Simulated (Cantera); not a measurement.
An adiabatic, constant-pressure homogeneous reactor starts with CH₄ : CO : O₂ : N₂ = 1 : 0.039 : 3.37 : 12.7 (molar parts), at 1325 K and 0.987 atm.

Detailed kinetics in Cantera: GRI-Mech 3.0 (53 species, 325 reactions).

Problem. Predict: time of steepest temperature rise; temperature at 7.00 s; equilibrium temperature; x(CO) at 7.00 s; x(O₂) at 7.00 s; x(H₂O₂) at 7.00 s.

Solution. 
```
Property                                                             Value
---------------------------------  ---------------------------------------
time of steepest temperature rise                                  6.64 ms
temperature at 7.00 s                                               2416 K
equilibrium temperature                                             2416 K
x(CO) at 7.00 s                    0.00483 (gas-phase equilibrium 0.00483)
x(O₂) at 7.00 s                      0.0727 (gas-phase equilibrium 0.0727)
x(H₂O₂) at 7.00 s                  1.73e-7 (gas-phase equilibrium 1.73e-7)
```
